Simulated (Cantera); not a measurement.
An adiabatic, constant-volume homogeneous reactor starts with CH₄ : O₂ : N₂ = 1 : 1.05 : 3.96 (molar parts), at 1798 K and 0.711 atm.

Cantera simulation using GRI-Mech 3.0 (53 species, 325 reactions); the numbers are that mechanism's predictions, not measurements.

x: mole fraction; the columns are a selection and need not sum to one.

| t (s) | T (K) | P (bar) | x CH₄ | x O₂ | x CH₃ | x NO₂ | x C₂H₆ | x HCO | x H |
|---|---|---|---|---|---|---|---|---|---|
| 1.00e-6 | 1798 | 0.720 | 0.166 | 0.175 | (withheld) | <1e-12 | 1.81e-10 | 6.38e-12 | 9.66e-7 |
| 2.28e-6 | 1798 | 0.720 | 0.166 | 0.175 | (withheld) | <1e-12 | 2.70e-9 | 4.58e-11 | 9.87e-7 |
| 5.18e-6 | 1798 | 0.720 | 0.166 | 0.175 | (withheld) | <1e-12 | 3.65e-8 | 3.26e-10 | 1.04e-6 |
| 1.18e-5 | 1797 | 0.720 | 0.166 | 0.175 | (withheld) | <1e-12 | 4.84e-7 | 2.68e-9 | 1.21e-6 |
| 2.68e-5 | 1796 | 0.720 | 0.166 | 0.174 | (withheld) | <1e-12 | 6.67e-6 | 2.91e-8 | 1.94e-6 |
| 6.11e-5 | 1797 | 0.720 | 0.163 | 0.173 | (withheld) | <1e-12 | 9.86e-5 | 4.73e-7 | 7.05e-6 |
| 0.000139 | 1940 | 0.793 | 0.120 | 0.145 | (withheld) | 9.04e-11 | 0.000962 | 4.73e-5 | 0.000293 |
| 0.000316 | 2911 | 1.38 | 4.32e-12 | 0.000586 | 1.81e-11 | 3.89e-8 | <1e-12 | 5.23e-7 | 0.0344 |
| 0.000720 | 2895 | 1.38 | 3.61e-12 | 0.000607 | 1.55e-11 | 6.01e-8 | <1e-12 | 5.18e-7 | 0.0355 |
| 0.00164 | 2894 | 1.38 | 3.65e-12 | 0.000597 | 1.56e-11 | 7.19e-8 | <1e-12 | 5.17e-7 | 0.0353 |
| 0.00373 | 2893 | 1.38 | 3.65e-12 | 0.000596 | 1.56e-11 | 7.30e-8 | <1e-12 | 5.17e-7 | 0.0353 |
| 0.00848 | 2893 | 1.38 | 3.65e-12 | 0.000596 | 1.56e-11 | 7.30e-8 | <1e-12 | 5.17e-7 | 0.0353 |
| 0.0193 | 2893 | 1.38 | 3.65e-12 | 0.000596 | 1.56e-11 | 7.30e-8 | <1e-12 | 5.17e-7 | 0.0353 |
| 0.0439 | 2893 | 1.38 | 3.65e-12 | 0.000596 | 1.56e-11 | 7.30e-8 | <1e-12 | 5.17e-7 | 0.0353 |
| 0.100 | 2893 | 1.38 | 3.65e-12 | 0.000596 | 1.56e-11 | 7.30e-8 | <1e-12 | 5.17e-7 | 0.0353 |

Q: What belongs in the gaps?

A: 
- 1.00e-6, x CH₃: 1.34e-5
- 2.28e-6, x CH₃: 3.37e-5
- 5.18e-6, x CH₃: 8.20e-5
- 1.18e-5, x CH₃: 0.000203
- 2.68e-5, x CH₃: 0.000535
- 6.11e-5, x CH₃: 0.00155
- 0.000139, x CH₃: 0.00823
